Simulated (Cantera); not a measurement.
A Cantera script and what it prints.

```python
import numpy as np
import cantera as ct

gas_names = """
    H H2 N NH NH2 NH3 N2 N2H2 N2H4 Si SiH SiH2 SiH3 SiH4 SiN Si2 Si2N Si3
""".split()
cond_names = """
    Si(cr) Si(L) Si3N4(a)
""".split()


# ... load() reads the species with a 1 bar reference pressure and builds the phases ...
atoms = {
    'SiH4': {'Si': 1, 'H': 4},
    'NH3': {'N': 1, 'H': 3},
    'N2': {'N': 2},
}
top_T = {'Si3N4(a)': 2400}  # K; cautious upper limits of use, not melting points


# ... equilibrate(T, P, feed) seeds the gas with the atoms and calls Mixture.equilibrate('TP', solver="vcs", rtol=1e-11, max_steps=5000) ...
results = []
feed = {'SiH4': 1, 'NH3': 0.8, 'N2': 13}  # mol
T = 2025  # K
P = 133.322  # Pa
mix = equilibrate(T, P, feed)
results.append((T, P, feed, dict(zip(mix.species_names, mix.species_moles))))
print(gas.report(threshold=0.001))
for i in range(1, mix.n_phases):
    print(f"{mix.phase(i).name:16s} {mix.phase_moles(i):12.5e} mol")
```

It prints:

```
       temperature   2025 K
          pressure   133.32 Pa
           density   0.00018235 kg/m^3
  mean mol. weight   23.029 kg/kmol
   phase of matter   gas

                          1 kg             1 kmol
                     ---------------   ---------------
          enthalpy        3.4897e+06        8.0364e+07  J
   internal energy        2.7586e+06        6.3527e+07  J
           entropy             12980        2.9891e+05  J/K
    Gibbs function       -2.2795e+07       -5.2493e+08  J
 heat capacity c_p              1512             34820  J/K
 heat capacity c_v              1151             26506  J/K

                      mass frac. Y      mole frac. X     chem. pot. / RT
                     ---------------   ---------------   ---------------
                 H        0.00095379           0.02179           -13.953
                H2          0.014961            0.1709           -27.907
                N2           0.92677           0.76184           -33.875
                Si          0.053254          0.043666           -5.9569
     [  +14 minor]         0.0040644         0.0018049

Si(L)             1.80889e-01 mol
Si3N4(a)          0.00000e+00 mol
```

Method: chemical equilibrium by Gibbs-energy minimisation in Cantera with the NASA 1993 tables (ideal gas, pure condensed phases). The tables' values for SiN are old estimates; treat these amounts as uncertain. Gases not in the tables: Si2H6 and higher silanes.
